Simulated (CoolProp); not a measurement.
A Linde-Hampson liquefier for carbon monoxide: isothermal reversible compression at 280 K from 1 atm to 25 MPa, throttling to 1 atm, return gas leaving the recuperator 10 K below the feed. Each further row changes one setting.

Model: reference Helmholtz-energy equation of state, Lemmon 2006, in CoolProp. It is a short technical equation, of lower accuracy than the large ones.

| case | liquid yield per pass | compression work (kJ/kg of gas) |
|---|---|---|
| as stated | 0.094 | 455 |
| high pressure 50 MPa | 0.102 | 524 |
| warm-end temperature 310 K | 0.064 | 509 |
| warm-end gap 15 K | 0.082 | 455 |
